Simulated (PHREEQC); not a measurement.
Solution (25 °C): 0.0072 mol CuCl2 and 0.03 mol HCl per kg of water. Closed to the air; pH follows from the charge balance.

Model: ion-association model, phreeqc.dat, run in PHREEQC.

No solid was allowed to form.

### Question
Predict the pH, density.

### Answer
pH 1.59; density 0.998 g/cm³.

### Question
In which forms is Cu present?

### Answer
Cu+2 95 %, CuCl+ 5.4 % of the Cu.

Species that the database lacks are ignored.
